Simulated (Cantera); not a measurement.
Feed: 1 mol trisilylamine, 0.61 mol N2, 21 mol NH3, at 0.110 bar.

These are equilibrium values from Cantera (NASA tables, ideal gas, pure condensed phases), not measurements of a reactor. Candidate condensed phases: Si, Si3N4; 18 gas species. The feed counts by its element totals alone. The tables' values for SiN are old estimates; treat these amounts as uncertain. Gases not in the tables: Si2H6 and higher silanes. The numbers say what is thermodynamically allowed, not how fast it happens.

log p: log10 of the partial pressure in bar; n: condensed amount in mol.

| T (K) | log p H2 | log p N2 | log p H | log p Si | log p NH3 | n Si3N4(s) | n Si(l) |
|---|---|---|---|---|---|---|---|
| 798 | -1.06 | -1.64 | -12.11 | <-12 | ___ | 1.00 | 0 |
| 898 | -1.06 | -1.63 | -10.49 | <-12 | ___ | 1.00 | 0 |
| 998 | -1.06 | -1.63 | -9.20 | <-12 | ___ | 1.00 | 0 |
| 1098 | -1.06 | -1.63 | -8.14 | <-12 | ___ | 1.00 | 0 |
| 1198 | -1.06 | -1.63 | -7.25 | <-12 | ___ | 1.00 | 0 |
| 1298 | -1.06 | -1.63 | -6.50 | <-12 | ___ | 1.00 | 0 |
| 1398 | -1.06 | -1.63 | -5.86 | -11.53 | ___ | 1.00 | 0 |
| 1498 | -1.06 | -1.63 | -5.30 | -9.80 | ___ | 1.00 | 0 |
| 1598 | -1.06 | -1.63 | -4.80 | -8.30 | ___ | 1.000 | 0 |
| 1698 | -1.06 | -1.64 | -4.37 | -6.97 | ___ | 1.000 | 0 |
| 1798 | -1.06 | -1.64 | -3.98 | -5.80 | ___ | 0.999 | 0 |
| 1898 | -1.08 | -1.57 | -3.65 | -4.91 | ___ | 0 | 2.99 |
| 1998 | -1.08 | -1.57 | -3.34 | -4.37 | ___ | 0 | 2.97 |

### Question
What belongs in the gaps?

### Answer

- 798, log p NH3: -4.93
- 898, log p NH3: -5.32
- 998, log p NH3: -5.64
- 1098, log p NH3: -5.90
- 1198, log p NH3: -6.12
- 1298, log p NH3: -6.31
- 1398, log p NH3: -6.47
- 1498, log p NH3: -6.62
- 1598, log p NH3: -6.74
- 1698, log p NH3: -6.85
- 1798, log p NH3: -6.94
- 1898, log p NH3: -7.03
- 1998, log p NH3: -7.11
